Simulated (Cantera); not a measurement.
# Silicon carbide growth: SiHCl₃ + CH₄ + H₂ + C₃H₈

Input: 1 mol SiHCl₃, 0.18 mol CH₄, 970 mol H₂, 0.7 mol C₃H₈, held at 1775 K and 0.0100 bar.

These are equilibrium values from Cantera (NASA tables, ideal gas, pure condensed phases), not measurements of a reactor. Candidate condensed phases: C, C₆H₆, C₇H₈, C₈H₁₈, Si, SiC; 109 gas species. Kinetics and transport are ignored.

The x(H₂) is 0.994. The x(HCl) is 0.00306. The x(H) is 0.00289 and the x(C₂H₂ (acetylene)) comes out as 0.000142. The x(CH₄) is 8.27e-6. The x(Cl) is 6.83e-6, the x(Si) is 4.71e-6 and the n(C(graphite)) is 1.00 mol. The n(SiC(s)) is 0.993 mol, the gas amount is 976.6 mol and the log10 activity of Si(l) (absent) is -1.67.
